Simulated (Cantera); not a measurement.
A closed system holds: 1 mol SiH₂Cl₂, 53 mol N₂, equilibrated at 1152 °C and 1 atm.

Equilibrium computed with Cantera from the NASA thermochemical tables; the gas is ideal and each condensed phase is pure. Candidate condensed phases: NH₄Cl, Si, Si₃N₄; 28 gas species. N₂ is the only nitrogen source here; it is nearly inert below about 1500 K, so the nitride shown seldom forms there in practice. The tables' values for SiCl₃ are old estimates; treat these amounts as uncertain. The numbers say what is thermodynamically allowed, not how fast it happens.

Task: What is the equilibrium state?

Result: 
- x(N₂) = 0.965
- x(HCl) = 0.0269
- x(H₂) = 0.00494
- x(SiCl₄) = 0.00210
- x(SiCl₃) = 0.000334
- x(SiCl₂) = 0.000209
- x(SiHCl₃) = 3.01e-5
- x(Cl) = 2.13e-6
- n(Si₃N₄(s)) = 0.285 mol
- gas amount = 54.31 mol
- log10 activity of Si(s) (absent) = -3.33
